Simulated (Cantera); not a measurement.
Charge: 1 mol S, 4.4 mol O2, equilibrated at 227 °C and 5200 Pa.

Equilibrium computed with Cantera from the NASA thermochemical tables; the gas is ideal and each condensed phase is pure. Candidate condensed phases: S; 10 gas species. Equilibrium is a limit: real reactors are often held back by kinetics, nucleation or transport.

Base state: O2 0.744, SO3 0.256 (mole fractions); condensed: gas only.

Question: What changes in the equilibrium state with this change: temperature from 227 °C to 2227 °C?

Answer: 
```csv
species,before,after
O2,0.744,0.725
SO2,5.06e-6,0.214
O,<1e-9,0.0541
SO3,0.256,7.68e-5
SO,<1e-9,0.00614
S,<1e-9,4.43e-5
```
